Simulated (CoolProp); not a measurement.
Vapour pressure (kPa) of octamethylcyclotetrasiloxane (D4): the reference equation beside estimates from Tc = 586.5 K, pc = 1347 kPa, ω = 0.598.

Values from CoolProp's reference Helmholtz-energy equation of state, Thol 2015.

| T (K) | reference | Lee-Kesler | Soave-Redlich-Kwong | Peng-Robinson |
|---|---|---|---|---|
| 399 | 23.16 | 23.21 | 23.20 | 23.88 |
| 410.1 | 33.50 | 33.51 | 33.53 | 34.25 |
| 421.3 | 47.39 | 47.33 | 47.42 | 48.12 |
| 432.4 | 65.31 | 65.19 | 65.41 | 66.02 |
| 443.6 | 88.41 | 88.22 | 88.70 | 89.09 |
| 454.7 | 117.2 | 116.9 | 117.8 | 117.8 |
| 465.8 | 152.7 | 152.4 | 153.9 | 153.5 |
| 477 | 196.4 | 196.0 | 198.5 | 197.5 |
| 488.1 | 248.6 | 248.3 | 252.0 | 250.2 |
| 499.3 | 311.6 | 311.3 | 316.7 | 313.9 |
| 510.4 | 385.3 | 385.1 | 392.6 | 388.9 |
| 521.5 | 471.8 | 471.9 | 481.7 | 477.0 |

Absolute difference from the reference over all 12 rows, mean and median: Lee-Kesler 0.1 and 0.2 %, Soave-Redlich-Kwong 0.8 and 0.6 %, Peng-Robinson 1.1 and 0.9 %.
